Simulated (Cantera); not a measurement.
Feed: 1 mol CaO, 35 mol HBr, 11 mol H2, at 948.15 K and 0.00890 bar.

Equilibrium computed with Cantera from the NASA thermochemical tables; the gas is ideal and each condensed phase is pure. Candidate condensed phases: Br2, Ca, CaBr2, CaO, Ca(OH)2, H2O; 19 gas species. Rates play no part.

Base state: HBr 0.733, H2 0.244, H2O 0.0222, Br 2.23e-5 (mole fractions); condensed: CaBr2(s).

Problem. What changes in the equilibrium state with this change: CaO replaced by MgO?

Solution. 
```tsv
species	before	after
HBr	0.733	0.744
H2	0.244	0.239
MgBr2	0	0.00850
H2O	0.0222	0.00850
Br	2.23e-5	2.28e-5
CaBr2(s), mol	1.000	0
MgO(s), mol	0	0.609
```
Further candidate phases: Mg, MgBr2, MgO, Mg(OH)2.
